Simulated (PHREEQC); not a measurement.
0.055 g of hydrous ferric oxide (600 m²/g; 0.2 weak and 0.005 strong sites per Fe, Dzombak-Morel constants, diffuse double layer) in 1 kg of water with 0.3 mol/kgw of an inert sodium salt and 7e-07 mol/kgw ZnCl2, at 25 °C; the pH is set by adding NaOH or the inert anion's acid. Oxygen alone is held at its pressure in air (log pO2 = -0.68). The system is closed to CO2. Precipitation was switched off in this run.

Computed with PHREEQC (ion-association model, wateq4f.dat).

```tsv
pH	Zn sorbed (%)	surface charge σ (C/m²)	surface potential ψ (mV)
4	0.0	0.349	123
4.5	0.0	0.318	118
5	0.3	0.269	110
6	?	0.154	83
6.5	56.5	0.106	66
7	89.6	0.067	47
7.5	98.4	0.034	?
8	?	0.006	5
9	100.0	-0.051	-37
9.5	100.0	-0.086	-57
10	100.0	-0.130	-75
```

Task: Some entries are withheld; supply them.

Result: 
- 6, Zn sorbed (%): 16.3
- 7.5, surface potential ψ (mV): 26
- 8, Zn sorbed (%): 99.8

Complexes and solids missing from the database can't appear.
